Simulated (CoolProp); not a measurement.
Computed with CoolProp (reference Helmholtz-energy equation of state, Guder 2009).

Problem. For sulfur hexafluoride, give the phase and the cv (kJ/(kg K)), Joule-Thomson coefficient (K/MPa), conductivity (mW/(m K)) at 29.85 °C and 2.3 bar.

Solution. 
- 29.85 °C and 2.3 bar: gas; cv 0.619, Joule-Thomson coefficient 9.08, conductivity 13.4

Thermal conductivity comes from a separate model (Assael 2012).
